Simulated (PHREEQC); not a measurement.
Copper plating or etch bath (model solution)

Dissolve 0.28 mol CuSO4, 0.0018 mol H2SO4 and 0.078 mol FeCl3 per kg of water at 25 °C. Closed to the air; pH follows from the charge balance.

The numbers come from PHREEQC with the ion-association model, phreeqc.dat.

Each row changes one thing in this solution. This is a speciation only: nothing precipitates in the calculation.

| case | pH | ionic strength (mol/kgw) | SO4-2 (mol/kgw) | HSO4- (mol/kgw) |
|---|---|---|---|---|
| as made | 2.64 | 0.678 | 0.0911 | 0.00491 |
| CuSO4 left out | 1.86 | 0.318 | 0.000166 | 7.49e-5 |
| FeCl3 replaced by NaCl at the same molality | 3.10 | 0.610 | 0.131 | 0.00256 |
| 0.16 mol/kgw FeCl2 added | 2.67 | 1.06 | 0.0934 | 0.00368 |
| temperature from 25 to 50 °C | 2.60 | 0.650 | 0.0943 | 0.00974 |
| FeCl3 from 0.078 to 0.0078 mol/kgw | 3.05 | 0.532 | 0.124 | 0.00295 |
| FeCl3 left out | 3.12 | 0.517 | 0.129 | 0.00261 |

The ionic strength passes 0.7 mol/kgw, the rough limit of the ion-association models, in 0.16 mol/kgw FeCl2 added. Some of these states are supersaturated (in Hematite (slow to form), Goethite (slow to form), for instance). Away from 25 °C the constants follow the database's enthalpies or fits; those with neither stay at their 25 °C values.
